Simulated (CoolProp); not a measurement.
n-hexane at several states: Z from the reference equation and from simpler models built on Tc = 234.7 °C, pc = 3.044 MPa, ω = 0.300; each cubic takes its own stable root.

Values from CoolProp's reference Helmholtz-energy equation of state, Thol 2019.

```
T (°C)  p (MPa)          phase  reference
------  -------  -------------  ---------
311.55        7  supercritical     0.4996
27.05     0.906         liquid    0.04784
241.65   0.0205            gas     0.9977
```

**Question.** How far does each simpler model (van der Waals, Redlich-Kwong) lie from the reference over these 3 states: mean and median of the absolute difference, and the worst?

**Answer.** 
- van der Waals: mean 24.2 %, median 3.6 %, worst +68.8 % at 27.05 °C and 0.906 MPa
- Redlich-Kwong: mean 5.1 %, median 0.5 %, worst +14.8 % at 27.05 °C and 0.906 MPa
